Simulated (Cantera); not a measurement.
An isothermal, constant-pressure homogeneous reactor starts with 2.33 % CH4, 97.2 % H2, 0.467 % N2, at 2375 K and 100.0 Torr.

Computed with Cantera and GRI-Mech 3.0 (53 species, 325 reactions). GRI-Mech 3.0 stops at C3 and has no aromatics, soot or wall deposition, so with more carbon than oxygen in the feed, carbon stays in small species such as C2H2 where larger ones or solid carbon would form.

Q: Predict: x(CH4) at 20.0 s; x(H2) at 20.0 s; x(HCN) at 20.0 s; x(C2H4) at 20.0 s; x(C2H2) at 20.0 s; x(CH3) at 20.0 s.

A: 
```
Item                                                  Value
-----------------  ----------------------------------------
x(CH4) at 20.0 s    2.95e-5 (gas-phase equilibrium 2.77e-5)
x(H2) at 20.0 s         0.946 (gas-phase equilibrium 0.946)
x(HCN) at 20.0 s   0.000791 (gas-phase equilibrium 0.00387)
x(C2H4) at 20.0 s   1.56e-6 (gas-phase equilibrium 1.34e-6)
x(C2H2) at 20.0 s    0.0107 (gas-phase equilibrium 0.00920)
x(CH3) at 20.0 s    2.17e-5 (gas-phase equilibrium 2.03e-5)
```
